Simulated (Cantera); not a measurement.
**Reactions in the system Cl-F-H-K**

Source: NASA polynomial tables (part measured, part estimated), evaluated in Cantera. Values are per mole of reaction as written; species without (g) are pure solids or liquids, kept so even where they would boil at 1 bar.

4 HF(g) + Cl2(g) + 2 K ⇌ 2 HCl(g) + 2 KHF2

| T (K) | ΔH° (kJ) | ΔS° (J/K) | ΔG° (kJ) | log10 K |
|---|---|---|---|---|
| 600 | -916.9 | -387.4 | -684.5 | 59.59 |
| 700 | -911.4 | -378.9 | -646.2 | 48.22 |
| 800 | -905.9 | -371.5 | -608.7 | 39.74 |
| 900 | -900.4 | -365.1 | -571.9 | 33.19 |
| 1000 | -895.1 | -359.4 | -535.7 | 27.98 |
